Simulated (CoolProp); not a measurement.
Vapour pressure (MPa) of p-xylene: the reference equation beside estimates from Tc = 616.2 K, pc = 3.532 MPa, ω = 0.324.

The numbers come from the reference Helmholtz-energy equation of state, Zhou 2012 in CoolProp.

| T (K) | reference | van der Waals | Redlich-Kwong | Peng-Robinson |
|---|---|---|---|---|
| 455.1 | 0.2863 | 0.9258 | 0.4781 | 0.2865 |
| 465.1 | 0.3521 | 1.029 | 0.5658 | 0.3530 |
| 475.2 | 0.4298 | 1.140 | 0.6653 | 0.4316 |
| 485.3 | 0.5198 | 1.259 | 0.7765 | 0.5229 |
| 495.3 | 0.6224 | 1.384 | 0.8985 | 0.6272 |
| 505.4 | 0.7408 | 1.518 | 1.035 | 0.7478 |
| 515.5 | 0.8756 | 1.660 | 1.184 | 0.8852 |
| 525.5 | 1.027 | 1.808 | 1.346 | 1.039 |
| 535.6 | 1.199 | 1.966 | 1.524 | 1.215 |
| 545.7 | 1.392 | 2.132 | 1.717 | 1.411 |
| 555.7 | 1.605 | 2.305 | 1.924 | 1.629 |
| 565.8 | 1.847 | 2.488 | 2.149 | 1.874 |

Absolute difference from the reference over all 12 rows, mean and median: van der Waals 109.3 and 97.2 %, Redlich-Kwong 39.1 and 37.5 %, Peng-Robinson 0.9 and 1.0 %.
